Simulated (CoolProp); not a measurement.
Values from CoolProp's reference Helmholtz-energy equation of state, Lemmon 2006. It is a short technical equation, of lower accuracy than the large ones.

Problem. For CH3F (R41), give the phase and the Z, cv (kJ/(kg K)), speed of sound (m/s), isothermal compressibility (1/MPa) at 308.7 K and 565 kPa.

Solution. 
- 308.7 K and 565 kPa: gas; Z 0.958, cv 0.910, speed of sound 303, isothermal compressibility 1.85
